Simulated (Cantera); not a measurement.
## Low-pressure radical oxidation in H2/O2

An isothermal, constant-pressure homogeneous reactor starts with H₂ : O₂ : N₂ : H₂O = 0.38 : 1 : 0.59 : 0.014 (molar parts), equivalence ratio 0.19, at 1150 K and 10.00 Torr.

Detailed kinetics in Cantera: GRI-Mech 3.0 (53 species, 325 reactions). Radical loss at walls, strong at low pressure, is not modelled. The temperature is held fixed by assumption; the heat of reaction is taken as removed at once.

| t (s) | x H₂ | x O₂ | x N₂O | x NO | x H₂O₂ | x HO₂ | x OH |
|---|---|---|---|---|---|---|---|
| 8.00e-5 | 0.192 | 0.504 | <1e-12 | <1e-12 | 1.04e-12 | 2.65e-9 | 4.63e-10 |
| 0.000229 | 0.192 | 0.504 | <1e-12 | <1e-12 | 8.54e-12 | 7.61e-9 | 3.43e-9 |
| 0.000656 | 0.192 | 0.504 | <1e-12 | <1e-12 | 7.32e-11 | 2.52e-8 | 1.78e-7 |
| 0.00188 | 0.142 | 0.479 | 3.60e-11 | 1.16e-9 | 1.64e-7 | 3.88e-6 | 0.00484 |
| 0.00538 | 0.00979 | 0.414 | 1.55e-9 | 7.23e-7 | 2.18e-7 | 6.18e-6 | 0.00668 |
| 0.0154 | 0.00580 | 0.432 | 2.29e-9 | 1.72e-6 | 3.09e-7 | 6.79e-6 | 0.00522 |
| 0.0442 | 0.00122 | 0.448 | 4.05e-9 | 2.02e-6 | 3.59e-7 | 5.51e-6 | 0.00237 |
| 0.126 | 0.000115 | 0.451 | 5.85e-9 | 2.03e-6 | 1.83e-7 | 1.85e-6 | 0.000723 |
| 0.362 | 1.37e-5 | 0.451 | 6.66e-9 | 2.03e-6 | 6.29e-8 | 3.62e-7 | 0.000254 |
| 1.04 | 2.54e-6 | 0.451 | 7.03e-9 | 2.03e-6 | 2.16e-8 | 8.06e-8 | 0.000111 |
| 2.97 | 6.20e-7 | 0.451 | 7.22e-9 | 2.03e-6 | 7.64e-9 | 2.23e-8 | 5.52e-5 |
| 8.51 | 1.77e-7 | 0.451 | 7.26e-9 | 2.04e-6 | 2.72e-9 | 8.10e-9 | 2.96e-5 |
| 24.4 | 5.59e-8 | 0.451 | 7.01e-9 | 2.03e-6 | 9.89e-10 | 5.08e-9 | 1.67e-5 |
| 69.8 | 2.09e-8 | 0.452 | 6.14e-9 | 2.03e-6 | 4.08e-10 | 5.63e-9 | 1.02e-5 |
| 200 | 1.27e-8 | 0.452 | 4.16e-9 | 2.03e-6 | 2.65e-10 | 6.61e-9 | 7.97e-6 |
x: mole fraction; the columns are a selection and need not sum to one.

Equilibrium at this temperature and pressure: H₂ 1.22e-8, O₂ 0.451, N₂O 6.75e-10, NO 0.000125, H₂O₂ 2.56e-10, HO₂ 6.71e-9, OH 7.80e-6 (gas phase only).
